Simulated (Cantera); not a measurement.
Thermodynamics of iron carbonyl, mercury and lead vapours, feed HgO + H2

Feed: 1 mol HgO, a varied amount of H2, held at 548.15 K and 2.70 bar.

Cantera equilibrium calculation (NASA polynomials, part measured and part estimated; ideal gas, pure solids and liquids). Candidate condensed phases: H2O, Hg, HgO; 10 gas species. The numbers say what is thermodynamically allowed, not how fast it happens.

From 1.2 mol H2 to 9.4 mol H2 the condensed part is Hg(l). From 14 mol H2 to 76 mol H2 nothing is condensed. The main Hg-bearing gas is Hg throughout.

```tsv
n(H2) (mol)	log p H2	log p H2O	log p Hg	n Hg(l)
1.2	-0.38	0.32	-0.74	0.912
1.8	0.05	0.15	-0.74	0.868
2.7	0.20	-0.03	-0.74	0.802
4.1	0.28	-0.21	-0.74	0.700
6.2	0.32	-0.39	-0.74	0.546
9.4	0.35	-0.57	-0.74	0.312
14	0.37	-0.74	-0.74	0
22	0.39	-0.93	-0.93	0
33	0.41	-1.10	-1.10	0
50	0.41	-1.28	-1.28	0
76	0.42	-1.46	-1.46	0
```
log p: log10 of the partial pressure in bar; n: condensed amount in mol.
